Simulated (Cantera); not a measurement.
A perfectly stirred reactor is fed with CH4 : H2O = 1 : 0.7 (molar parts), at 0.474 atm; it is held at 1623 K, and followed from long to short residence time.

Detailed kinetics in Cantera: GRI-Mech 3.0 (53 species, 325 reactions). GRI-Mech 3.0 stops at C3 and has no aromatics, soot or wall deposition, so with more carbon than oxygen in the feed, carbon stays in small species such as C2H2 where larger ones or solid carbon would form.

What does this change do: temperature 1623 to 1950 K?


```json
[
 {"quantity": "x(CH4) at τ = 26.0 s", "before": "0.0261", "after": "0.00206"},
 {"quantity": "x(H2O) at τ = 26.0 s", "before": "0.0484", "after": "0.00112"},
 {"quantity": "x(H2O2) at τ = 26.0 s", "before": "<1e-12", "after": "<1e-12"},
 {"quantity": "x(C2H4) at τ = 26.0 s", "before": "0.00179", "after": "0.000140"},
 {"quantity": "x(HO2) at τ = 26.0 s", "before": "<1e-12", "after": "<1e-12"},
 {"quantity": "x(CH4) at τ = 54.0 ms", "before": "0.299", "after": "0.0286"},
 {"quantity": "x(H2O) at τ = 54.0 ms", "before": "0.333", "after": "0.118"},
 {"quantity": "x(H2O2) at τ = 54.0 ms", "before": "<1e-12", "after": "6.00e-12"},
 {"quantity": "x(C2H4) at τ = 54.0 ms", "before": "0.00480", "after": "0.000414"},
 {"quantity": "x(HO2) at τ = 54.0 ms", "before": "<1e-12", "after": "1.74e-12"}
]
```
